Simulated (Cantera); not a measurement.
A perfectly stirred reactor is fed with 1.28 % H₂, 98.7 % O₂, at 1200 Pa; it is held at 1275 K, and followed from long to short residence time.

Computed with Cantera and GRI-Mech 3.0 (53 species, 325 reactions). Radical loss at walls, strong at low pressure, is not modelled.

x: mole fraction; the columns are a selection and need not sum to one.

| τ (s) | x H₂ | x O₂ | x OH | x H | x HO₂ |
|---|---|---|---|---|---|
| 11 | 1.17e-5 | 0.986 | 0.000348 | 1.19e-5 | 1.91e-7 |
| 3.3 | 2.36e-5 | 0.985 | 0.000506 | 3.66e-5 | 2.99e-7 |
| 1.0 | … | 0.983 | … | … | … |
| 0.32 | 8.76e-5 | 0.981 | 0.000939 | 0.000225 | 5.76e-7 |
| 0.10 | 0.000175 | 0.978 | 0.00118 | 0.000405 | 7.07e-7 |
| 0.031 | … | 0.977 | … | … | … |
| 0.0097 | 0.000994 | 0.977 | 0.00181 | 0.000758 | 9.75e-7 |

Problem. Complete the blanks.

Solution. 
- 1.0, x H₂: 4.63e-5
- 1.0, x OH: 0.000712
- 1.0, x H: 0.000101
- 1.0, x HO₂: 4.35e-7
- 0.031, x H₂: 0.000394
- 0.031, x OH: 0.00144
- 0.031, x H: 0.000589
- 0.031, x HO₂: 8.32e-7
